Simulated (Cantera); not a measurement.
Cantera run, input and output.

```python
import numpy as np
import cantera as ct

gas = ct.Solution("gri30.yaml")
gas.TPX = 1500, 1000000, {'CH4': 1, 'C2H6': 0.066, 'O2': 1.95, 'N2': 7.32}
reactor = ct.IdealGasConstPressureReactor(gas, energy="on", clone=False)
net = ct.ReactorNet([reactor])
net.rtol, net.atol = 1e-08, 1e-16
show = ['CH4', 'C2H6', 'O2', 'OH', 'HCN', 'NO']
times = np.geomspace(1e-06, 0.4, 14)

steps = ct.SolutionArray(gas, extra=["t"])
rows = []
print(f"{'t/s':>10s}{'T/K':>9s}{'P/Pa':>11s}" + "".join(f"{s:>11s}" for s in show))
for t in times:
    while net.time < t:
        t_next = net.step()
        steps.append(gas.state, t=t_next)
    rows.append([np.interp(t, steps.t, y) for y in (steps.T, steps.P, *steps(*show).X.T)])
    print(f"{t:10.3e}{rows[-1][0]:9.1f}{rows[-1][1]:11.4g}" + "".join(f"{x:11.3e}" for x in rows[-1][2:]))
rate = np.gradient(steps.T, steps.t)
print("integrator steps:", len(steps.t))
if steps.T.max() > steps.T[0] + 200:
    print(f"time of steepest temperature rise: {steps.t[rate.argmax()]:.4e} s")
gas.TPX = 1500, 1000000, {'CH4': 1, 'C2H6': 0.066, 'O2': 1.95, 'N2': 7.32}
gas.equilibrate("HP")
print(f"equilibrium (HP): T = {gas.T:.1f} K  " + "  ".join(f"{s} {gas[s].X[0]:.3e}" for s in show))
```

Output:

```
       t/s      T/K       P/Pa        CH4       C2H6         O2         OH        HCN         NO
 1.000e-06   1499.9      1e+06  9.675e-02  6.375e-03  1.887e-01  4.508e-08  1.946e-17  1.233e-15
 2.697e-06   1499.8      1e+06  9.674e-02  6.355e-03  1.886e-01  1.462e-07  1.737e-16  9.242e-15
 7.275e-06   1499.7      1e+06  9.665e-02  6.295e-03  1.886e-01  6.047e-07  2.441e-15  8.608e-14
 1.962e-05   1502.1      1e+06  9.590e-02  6.114e-03  1.880e-01  1.852e-06  6.033e-14  1.039e-12
 5.293e-05   1532.6      1e+06  8.954e-02  5.239e-03  1.824e-01  8.918e-06  2.836e-12  2.278e-11
 1.428e-04   2929.9      1e+06  2.458e-13  1.449e-25  6.881e-03  1.416e-02  9.174e-09  2.497e-03
 3.851e-04   2919.0      1e+06  2.784e-13  1.795e-25  6.006e-03  1.335e-02  1.766e-08  6.167e-03
 1.039e-03   2917.4      1e+06  2.833e-13  1.850e-25  5.891e-03  1.323e-02  1.890e-08  6.670e-03
 2.802e-03   2917.4      1e+06  2.833e-13  1.850e-25  5.890e-03  1.323e-02  1.890e-08  6.672e-03
 7.557e-03   2917.4      1e+06  2.833e-13  1.850e-25  5.890e-03  1.323e-02  1.890e-08  6.672e-03
 2.038e-02   2917.4      1e+06  2.833e-13  1.850e-25  5.890e-03  1.323e-02  1.890e-08  6.672e-03
 5.498e-02   2917.4      1e+06  2.833e-13  1.850e-25  5.890e-03  1.323e-02  1.890e-08  6.672e-03
 1.483e-01   2917.4      1e+06  2.833e-13  1.850e-25  5.890e-03  1.323e-02  1.890e-08  6.672e-03
 4.000e-01   2917.4      1e+06  2.833e-13  1.850e-25  5.890e-03  1.323e-02  1.890e-08  6.672e-03
integrator steps: 1882
time of steepest temperature rise: 8.1240e-05 s
equilibrium (HP): T = 2917.4 K  CH4 3.454e-13  C2H6 2.589e-25  O2 5.890e-03  OH 1.323e-02  HCN 1.890e-08  NO 6.672e-03
```

Cantera simulation using GRI-Mech 3.0 (53 species, 325 reactions); the numbers are that mechanism's predictions, not measurements.
